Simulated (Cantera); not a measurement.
A freely propagating, adiabatic, planar premixed flame of 49.0 % H2, 10.2 % O2, 38.4 % N2, 2.40 % H2O, unburnt at 523 K and 7500 Torr; multicomponent+Soret transport, grid criteria slope 0.08 and curve 0.16, no radiation.

Model: the H2/O2 subset of GRI-Mech 3.0, which has no nitrogen chemistry, integrated in Cantera. The hydrogen kinetics of GRI-Mech 3.0 are dated; newer H2 mechanisms differ, most at raised pressure. Burning velocities carry a grid error of a few per cent, more on coarse grids.

x: mole fraction of selected species; z is measured from the peak of heat release.

```csv
z (mm),T (K),u (m/s),x H2,x O2,x H2O,x H2O2,x O,x HO2
-0.0732,523,4.88,0.490,0.102,0.0240,<1e-8,<1e-8,<1e-8
-0.0488,523,4.88,0.489,0.102,0.0241,<1e-8,<1e-8,9.16e-8
-0.0366,524,4.88,0.488,0.103,0.0242,7.94e-8,<1e-8,9.31e-7
-0.0244,533,4.88,0.478,0.104,0.0248,1.30e-6,1.10e-7,1.51e-5
-0.0122,670,5.75,0.435,0.109,0.0346,6.99e-5,1.13e-5,0.000915
-0.00610,993,8.35,0.403,0.0941,0.0703,0.000140,0.000155,0.00116
0,1360,11.4,0.366,0.0647,0.130,5.39e-5,0.000610,0.000553
0.00610,1612,13.5,0.330,0.0346,0.186,7.92e-6,0.000806,0.000258
0.0122,1751,14.7,0.308,…,…,…,…,…
0.0244,1869,15.7,0.296,0.00302,0.246,1.10e-6,0.000208,2.00e-5
0.0488,1950,16.3,0.298,0.000226,0.253,2.92e-7,7.55e-5,1.48e-6
0.0976,2008,16.8,0.303,1.70e-5,0.255,1.07e-7,2.97e-5,1.63e-7
0.195,2046,17.0,0.306,…,0.256,…,…,…
```

Problem. Complete the blanks.

Solution. 
- 0.0122, x O2: 0.0157
- 0.0122, x H2O: 0.222
- 0.0122, x H2O2: 3.20e-6
- 0.0122, x O: 0.000572
- 0.0122, x HO2: 0.000111
- 0.195, x O2: 4.25e-6
- 0.195, x H2O2: 4.01e-8
- 0.195, x O: 9.74e-6
- 0.195, x HO2: 4.65e-8
